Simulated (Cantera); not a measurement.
Gas activation for diamond growth

An isothermal, constant-pressure homogeneous reactor starts with CH4 : H2 = 0.026 : 1 (molar parts), at 2350 K and 0.320 bar.

Detailed kinetics in Cantera: GRI-Mech 3.0 (53 species, 325 reactions). GRI-Mech 3.0 stops at C3 and has no aromatics, soot or wall deposition, so with more carbon than oxygen in the feed, carbon stays in small species such as C2H2 where larger ones or solid carbon would form.

```
t (s)        x CH4   x H2    x CH2    x C2H   x C2H4   x C2H2     x CH3
--------  --------  -----  -------  -------  -------  -------  --------
0.000200    0.0107  0.965  6.31e-5  4.43e-6  7.60e-5  0.00530   0.00324
0.000706   0.00276  0.967  2.70e-5  1.03e-5  1.15e-5   0.0104  0.000990
0.00249   0.000564  0.966  7.34e-6  1.30e-5  5.14e-6   0.0118  0.000226
0.00879   0.000147  0.966  2.11e-6  1.39e-5  4.80e-6   0.0121   6.13e-5
0.0310     8.80e-5  0.966  1.28e-6  1.40e-5  4.79e-6   0.0121   3.67e-5
0.110      8.70e-5  0.966  1.26e-6  1.40e-5  4.79e-6   0.0121   3.63e-5
0.387      8.70e-5  0.966  1.26e-6  1.40e-5  4.79e-6   0.0121   3.63e-5
1.36       8.70e-5  0.966  1.26e-6  1.40e-5  4.79e-6   0.0121   3.63e-5
4.82       8.70e-5  0.966  1.26e-6  1.40e-5  4.79e-6   0.0121   3.63e-5
17.0       8.70e-5  0.966  1.26e-6  1.40e-5  4.79e-6   0.0121   3.63e-5
60.0       8.70e-5  0.966  1.26e-6  1.40e-5  4.79e-6   0.0121   3.63e-5
```
x: mole fraction; the columns are a selection and need not sum to one.

Equilibrium at this temperature and pressure: CH4 8.74e-5, H2 0.966, CH2 1.27e-6, C2H 1.40e-5, C2H4 4.79e-6, C2H2 0.0121, CH3 3.65e-5 (gas phase only).
